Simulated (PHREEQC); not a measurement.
2.1 g of hydrous ferric oxide (600 m²/g; 0.2 weak and 0.005 strong sites per Fe, Dzombak-Morel constants, diffuse double layer) in 1 kg of water with 0.01 mol/kgw of an inert sodium salt and 0.0021 mol/kgw NiCl2, 0.00023 mol/kgw Na2HAsO4 and 0.0032 mol/kgw CuCl2, at 25 °C; the pH is set by adding NaOH or the inert anion's acid. O2 is buffered at 0.21 atm. The system is closed to CO2. No solid was allowed to form.

Computed with PHREEQC (ion-association model, wateq4f.dat).

```tsv
pH	Ni sorbed (%)	As sorbed (%)	Cu sorbed (%)	surface charge σ (C/m²)	surface potential ψ (mV)
4	0.0	100.0	6.5	0.249	167
4.5	0.0	100.0	22.9	0.199	157
5	0.1	100.0	55.2	0.165	150
5.5	0.3	100.0	79.1	0.154	147
6	0.8	100.0	90.7	0.146	145
6.5	2.1	100.0	95.4	0.133	140
7	4.8	100.0	96.0	0.116	134
7.5	11.0	100.0	91.3	0.097	125
8	26.7	100.0	78.3	0.076	112
8.5	55.1	100.0	56.4	0.056	97
9	82.3	100.0	35.5	0.038	80
9.5	94.5	100.0	24.7	0.023	58
10	96.9	100.0	20.7	0.011	32
```

Along this series the solution becomes supersaturated in solids that the run did not let form, among them Cu(OH)2, Atacamite, Ni(OH)2. The database has no arsenate complexes of Cu, Ni. The database's constant for dissolved Cu(OH)2 is higher than later reviews accept.
